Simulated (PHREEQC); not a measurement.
0.33 g of hydrous ferric oxide (600 m²/g; 0.2 weak and 0.005 strong sites per Fe, Dzombak-Morel constants, diffuse double layer) in 1 kg of water with 0.1 mol/kgw of an inert sodium salt and 7.5e-07 mol MnCl2, at 25 °C; the pH is set by adding NaOH or the inert anion's acid. No oxygen is let in. No CO2 enters from the air. Nothing may precipitate in this run.

Base run: PHREEQC, ion-association model, wateq4f.dat. Each further column changes one thing. The table gives surface potential ψ (mV).

| pH | base | background salt from 0.1 to 0.01 mol/kgw | oxide from 0.33 to 1.7 g/kgw | 0.00026 mol/kgw H3BO3 added |
|---|---|---|---|---|
| 3 | 153 | 203 | 152 | 153 |
| 4 | 147 | 185 | 146 | 146 |
| 4.5 | 138 | 170 | 138 | 138 |
| 5.5 | 111 | 132 | 111 | 111 |
| 6 | 93 | 110 | 93 | 93 |
| 7 | 53 | 61 | 52 | 53 |
| 8 | 5 | 6 | 5 | 5 |
| 8.5 | -19 | -21 | -19 | -19 |
| 9.5 | -65 | -75 | -65 | -65 |
| 10 | -85 | -100 | -85 | -85 |
| 11 | -120 | -143 | -120 | -120 |

The oxide is taken as insoluble; below pH 4 it would dissolve.
